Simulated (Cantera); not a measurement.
Input: 1 mol NF3, 0.18 mol H2O, 5.4 mol N2, at 2273.15 K and 0.0990 bar.

These are equilibrium values from Cantera (NASA tables, ideal gas, pure condensed phases), not measurements of a reactor. Kinetics and transport are ignored.

```
species   before     after
-------  -------  --------
N2         0.655     0.655
F          0.293     0.293
HF        0.0400    0.0400
O        0.00121  0.000591
O2       0.00807   0.00836
F2       1.17e-5   5.09e-5
FO       4.90e-6   1.04e-5
NO       0.00265   0.00270
```
Gas species are given as mole fractions.

What was changed between the two runs?
(A) H2O from 0.18 to 1.6 mol
(B) temperature from 2273.15 K to 1698.15 K
(C) pressure from 0.0990 bar to 0.0133 bar
(D) pressure from 0.0990 bar to 0.430 bar

D, pressure from 0.0990 bar to 0.430 bar
